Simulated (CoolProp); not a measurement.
A closed Brayton cycle with carbon dioxide: compressor inlet 317.15 K and 9.5 MPa, high pressure 24.5 MPa, turbine inlet 715 K, compressor efficiency 0.89, turbine efficiency 0.93, recuperator effectiveness 0.95 (on enthalpy, no pinch check). Each further row changes one setting.

Values from CoolProp's reference Helmholtz-energy equation of state, Span 1996.

| case | thermal efficiency (%) | net work (kJ/kg) | compressor to turbine work | compressor exit (K) | turbine exit (K) |
|---|---|---|---|---|---|
| as stated | 33.8 | 78.0 | 0.28 | 366.5 | 606.8 |
| turbine inlet 665 K | 31.4 | 68.6 | 0.31 | 366.5 | 560.9 |
| compressor inlet 327.15 K | 32.4 | 66.6 | 0.39 | 398.0 | 606.8 |
| high pressure 20.8 MPa | 32.5 | 67.5 | 0.26 | 357.7 | 625.1 |
| recuperator effectiveness 0.5 | 21.6 | 78.0 | 0.28 | 366.5 | 606.8 |
